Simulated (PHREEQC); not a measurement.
**Leach liquor**

A solution holds 0.23 mol H2SO4 and 0.0035 mol ZnSO4 per kg of water, at 49 °C. Closed to the air; pH follows from the charge balance.

Computed with PHREEQC (ion-association model, wateq4f.dat).

Each row changes one thing in this solution. This is a speciation only: nothing precipitates in the calculation.

| case | pH | ionic strength (mol/kgw) | HSO4- (mol/kgw) | SO4-2 (mol/kgw) | Zn+2 (mol/kgw) | ZnSO4 (mol/kgw) | SI of Goslarite (ZnSO4:7H2O) | SI of Zincite(c) (ZnO) |
|---|---|---|---|---|---|---|---|---|
| as made | 0.72 | 0.272 | 0.214 | 0.0184 | 0.00254 | 0.000858 | -3.73 | -11.65 |
| diluted 5-fold with water | 1.34 | 0.0653 | 0.0373 | 0.00917 | 0.000473 | 0.000213 | ___ | -10.95 |
| H2SO4 from 0.23 to 0.253 mol/kgw | 0.68 | 0.296 | 0.236 | 0.0191 | 0.00256 | 0.000839 | -3.74 | -11.74 |
| ZnSO4 replaced by ZnI2 at the same molality | 0.71 | ___ | 0.211 | 0.0179 | 0.00256 | 0.000839 | -3.74 | -11.66 |
| diluted 100-fold with water | 2.45 | 0.00550 | 0.000756 | 0.00157 | 2.84e-5 | 6.53e-6 | -5.85 | ___ |
| H2SO4 from 0.23 to 0.023 mol/kgw | 1.62 | 0.0429 | ___ | ___ | 0.00234 | 0.00110 | -3.62 | -9.66 |
| temperature from 49 to 20 °C | 0.69 | 0.297 | 0.201 | 0.0312 | 0.00217 | 0.00107 | -3.32 | -13.23 |

Fill in the missing entries.


- diluted 5-fold with water, SI of Goslarite (ZnSO4:7H2O): -4.33
- ZnSO4 replaced by ZnI2 at the same molality, ionic strength (mol/kgw): 0.275
- diluted 100-fold with water, SI of Zincite(c) (ZnO): -9.74
- H2SO4 from 0.23 to 0.023 mol/kgw, HSO4- (mol/kgw): 0.0177
- H2SO4 from 0.23 to 0.023 mol/kgw, SO4-2 (mol/kgw): 0.00754

Species that the database lacks are ignored. Constants without temperature data keep their 25 °C values here.
